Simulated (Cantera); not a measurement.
A diamond (100) surface in a fixed gas of H2 with x(CH4) = 0.021, x(H) = 0.037, at 900 K, 0.0760 atm; coverages are run to steady state.

Model: the Harris–Goodwin 1993 mechanism for the reconstructed diamond (100) surface, integrated in Cantera.

θ: site fractions in the mechanism's names (c6HH fully hydrogenated, c6H* and c6*H radical sites, c6** diradical, c6HM methylated).

```json
[
 {"x(CH3)": "1e-06", "growth (µm/h)": "…", "θ c6HH": "0.692", "θ c6H*": "0.0110", "θ c6*H": "0.293", "θ c6**": "0.00446", "θ c6HM": "2.29e-5"},
 {"x(CH3)": "2.5e-06", "growth (µm/h)": "…", "θ c6HH": "0.692", "θ c6H*": "0.0110", "θ c6*H": "0.293", "θ c6**": "0.00446", "θ c6HM": "5.73e-5"},
 {"x(CH3)": "6e-06", "growth (µm/h)": "…", "θ c6HH": "0.692", "θ c6H*": "0.0110", "θ c6*H": "0.293", "θ c6**": "0.00446", "θ c6HM": "0.000138"},
 {"x(CH3)": "1.5e-05", "growth (µm/h)": "…", "θ c6HH": "0.692", "θ c6H*": "0.0110", "θ c6*H": "0.293", "θ c6**": "0.00446", "θ c6HM": "0.000344"},
 {"x(CH3)": "3.6e-05", "growth (µm/h)": "…", "θ c6HH": "0.691", "θ c6H*": "0.0110", "θ c6*H": "0.292", "θ c6**": "0.00445", "θ c6HM": "0.000824"},
 {"x(CH3)": "8.9e-05", "growth (µm/h)": "…", "θ c6HH": "0.690", "θ c6H*": "0.0110", "θ c6*H": "0.292", "θ c6**": "0.00445", "θ c6HM": "0.00203"},
 {"x(CH3)": "0.00022", "growth (µm/h)": "…", "θ c6HH": "0.688", "θ c6H*": "0.0109", "θ c6*H": "0.291", "θ c6**": "0.00443", "θ c6HM": "0.00501"},
 {"x(CH3)": "0.00054", "growth (µm/h)": "…", "θ c6HH": "0.682", "θ c6H*": "0.0108", "θ c6*H": "0.288", "θ c6**": "0.00438", "θ c6HM": "0.0122"},
 {"x(CH3)": "0.0013", "growth (µm/h)": "…", "θ c6HH": "0.667", "θ c6H*": "0.0106", "θ c6*H": "0.282", "θ c6**": "0.00426", "θ c6HM": "0.0287"}
]
```

Complete the blanks.


- 1e-06, growth (µm/h): 0.0243
- 2.5e-06, growth (µm/h): 0.0607
- 6e-06, growth (µm/h): 0.146
- 1.5e-05, growth (µm/h): 0.364
- 3.6e-05, growth (µm/h): 0.874
- 8.9e-05, growth (µm/h): 2.16
- 0.00022, growth (µm/h): 5.31
- 0.00054, growth (µm/h): 12.9
- 0.0013, growth (µm/h): 30.4
